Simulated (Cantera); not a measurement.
**Si(CH3)4 + HCl + H2 (silicon carbide growth)**

Feed: 1 mol Si(CH3)4, 0.34 mol HCl, 1.3 mol H2, at 10.0 mbar.

Equilibrium computed with Cantera from the NASA thermochemical tables; the gas is ideal and each condensed phase is pure. Candidate condensed phases: C, C6H6, C7H8, C8H18, Si, SiC; 109 gas species. The tables' values for SiCl are old estimates; treat these amounts as uncertain. Gases not in the tables: Si2H6 and higher silanes. Equilibrium is a limit: real reactors are often held back by kinetics, nucleation or transport.

| T (K) | log p H2 | log p H | log p Si | log p HCl | log p SiC2 | n C(graphite) | n SiC(s) |
|---|---|---|---|---|---|---|---|
| 1348 | -2.02 | -6.65 | -12.15 | -3.35 | <-14 | 3.00 | 1.000 |
| 1448 | -2.02 | -6.05 | -10.76 | -3.35 | -13.72 | 3.00 | 1.000 |
| 1548 | -2.02 | -5.52 | -9.56 | -3.35 | -12.14 | 3.00 | 1.000 |
| 1648 | -2.02 | -5.06 | -8.50 | -3.35 | -10.76 | 3.00 | 0.999 |
| 1748 | -2.02 | -4.65 | -7.56 | -3.36 | -9.53 | 3.00 | 0.999 |
| 1848 | -2.02 | -4.29 | -6.73 | -3.36 | -8.45 | 3.00 | 0.998 |
| 1948 | -2.02 | -3.96 | -5.98 | -3.36 | -7.47 | 2.99 | 0.997 |
| 2048 | -2.03 | -3.66 | -5.31 | -3.37 | -6.60 | 2.99 | 0.993 |
| 2148 | -2.04 | -3.40 | -4.70 | -3.38 | -5.80 | 2.99 | 0.977 |
| 2248 | -2.06 | -3.16 | -4.14 | -3.41 | -5.08 | 3.02 | 0.919 |
| 2348 | -2.09 | -2.95 | -3.64 | -3.45 | -4.43 | 3.12 | 0.722 |
| 2448 | -2.16 | -2.78 | -3.17 | -3.53 | -3.82 | 3.49 | 0.0382 |
| 2548 | -2.21 | -2.61 | -3.16 | -3.58 | -3.68 | 3.38 | 0 |
log p: log10 of the partial pressure in bar; n: condensed amount in mol.

From 1348 K to 2448 K the condensed part is C(graphite) + SiC(s). At 2548 K the condensed part is C(graphite). The main Si-bearing gas is SiCl2 at 1348 K and Si at 2548 K.
